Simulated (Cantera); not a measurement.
Cantera run:

```python
import numpy as np
import cantera as ct

gas_names = """
    B BH BH2 BH3 BN BO BO2 B2 B2O B2O2 B2O3 B3O3H3 H HBO HBO2 HNO HNO2 HNO3 HO2 H2 H2O H2O2 H3B3O6 N NH
    NH2 NH3 NH2OH NO NO2 NO3 N2 N2H2 N2H4 N2O O OH O2 O3
""".split()
cond_names = """
    B(b) B(L) BN(s) B2O3(L) B3O3H3(cr) H2O(s) H2O(L)
""".split()


# ... load() reads the species with a 1 bar reference pressure and builds the phases ...
atoms = {
    'B2O3': {'B': 2, 'O': 3},
    'H2': {'H': 2},
    'NH3': {'N': 1, 'H': 3},
}
top_T = {'BN(s)': 3200}  # K; cautious upper limits of use, not melting points


# ... equilibrate(T, P, feed) seeds the gas with the atoms and calls Mixture.equilibrate('TP', solver="vcs", rtol=1e-11, max_steps=5000) ...
results = []
feed = {'B2O3': 1, 'H2': 16, 'NH3': 2.7}  # mol
T = 1150  # K
P = 1333.22  # Pa
mix = equilibrate(T, P, feed)
results.append((T, P, feed, dict(zip(mix.species_names, mix.species_moles))))
print(gas.report(threshold=1e-06))
for i in range(1, mix.n_phases):
    print(f"{mix.phase(i).name:16s} {mix.phase_moles(i):12.5e} mol")
```

Output:

```
       temperature   1150 K
          pressure   1333.2 Pa
           density   0.00051118 kg/m^3
  mean mol. weight   3.6661 kg/kmol
   phase of matter   gas

                          1 kg             1 kmol
                     ---------------   ---------------
          enthalpy        6.8452e+06        2.5095e+07  J
   internal energy        4.2371e+06        1.5534e+07  J
           entropy             57935        2.1239e+05  J/K
    Gibbs function        -5.978e+07       -2.1916e+08  J
 heat capacity c_p            8466.2             31038  J/K
 heat capacity c_v            6198.3             22724  J/K

                      mass frac. Y      mole frac. X     chem. pot. / RT
                     ---------------   ---------------   ---------------
               HBO        2.7203e-05        3.5852e-06           -65.022
              HBO2         0.0011589        9.6969e-05           -104.83
                H2           0.51486           0.93628           -22.248
               H2O         0.0039536        0.00080456           -62.053
                N2           0.47999          0.062815            -32.32
     [  +34 minor]        7.4083e-06          1.53e-06

B(b)              0.00000e+00 mol
BN(s)             1.21424e-02 mol
B2O3(L)           9.92849e-01 mol
B3O3H3(cr)        0.00000e+00 mol
```

These are equilibrium values from Cantera (NASA tables, ideal gas, pure condensed phases), not measurements of a reactor. Mutual solubility and eutectic melting of coexisting phases are not modelled.
